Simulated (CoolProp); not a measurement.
Properties of R507A along the isobar 53 bar (Tc = 343.8 K, pc = 37.05 bar, ω = 0.286).

Computed with CoolProp (reference Helmholtz-energy equation of state, Lemmon 2003). It is a pseudo-pure fit of the blend.

```json
[
 {"T (K)": "296.4", "phase": "liquid", "cv (kJ/(kg K))": "0.9072", "speed of sound (m/s)": "440.5", "Joule-Thomson coefficient (K/MPa)": "0.07175", "viscosity (µPa s)": "148", "conductivity (mW/(m K))": "70.4", "fugacity coefficient": "0.2154"},
 {"T (K)": "304.1", "phase": "liquid", "cv (kJ/(kg K))": "0.9190", "speed of sound (m/s)": "406.0", "Joule-Thomson coefficient (K/MPa)": "0.1706", "viscosity (µPa s)": "134", "conductivity (mW/(m K))": "67.7", "fugacity coefficient": "0.2534"},
 {"T (K)": "311.7", "phase": "liquid", "cv (kJ/(kg K))": "0.9312", "speed of sound (m/s)": "371.3", "Joule-Thomson coefficient (K/MPa)": "0.2972", "viscosity (µPa s)": "122", "conductivity (mW/(m K))": "65.1", "fugacity coefficient": "0.2939"},
 {"T (K)": "319.3", "phase": "liquid", "cv (kJ/(kg K))": "0.9443", "speed of sound (m/s)": "335.8", "Joule-Thomson coefficient (K/MPa)": "0.4667", "viscosity (µPa s)": "110", "conductivity (mW/(m K))": "62.3", "fugacity coefficient": "0.3370"},
 {"T (K)": "326.9", "phase": "liquid", "cv (kJ/(kg K))": "0.9587", "speed of sound (m/s)": "299.2", "Joule-Thomson coefficient (K/MPa)": "0.7043", "viscosity (µPa s)": "99.5", "conductivity (mW/(m K))": "59.4", "fugacity coefficient": "0.3823"},
 {"T (K)": "334.6", "phase": "liquid", "cv (kJ/(kg K))": "0.9753", "speed of sound (m/s)": "260.5", "Joule-Thomson coefficient (K/MPa)": "1.064", "viscosity (µPa s)": "89.1", "conductivity (mW/(m K))": "56.3", "fugacity coefficient": "0.4298"},
 {"T (K)": "342.2", "phase": "liquid", "cv (kJ/(kg K))": "0.9956", "speed of sound (m/s)": "220.2", "Joule-Thomson coefficient (K/MPa)": "1.646", "viscosity (µPa s)": "78.8", "conductivity (mW/(m K))": "52.7", "fugacity coefficient": "0.4774"},
 {"T (K)": "349.8", "phase": "supercritical", "cv (kJ/(kg K))": "1.024", "speed of sound (m/s)": "176.8", "Joule-Thomson coefficient (K/MPa)": "2.749", "viscosity (µPa s)": "67.3", "conductivity (mW/(m K))": "48.5", "fugacity coefficient": "0.5247"}
]
```

Viscosity comes from a separate model (Geller 2000). Thermal conductivity comes from a separate model (Geller 2001).
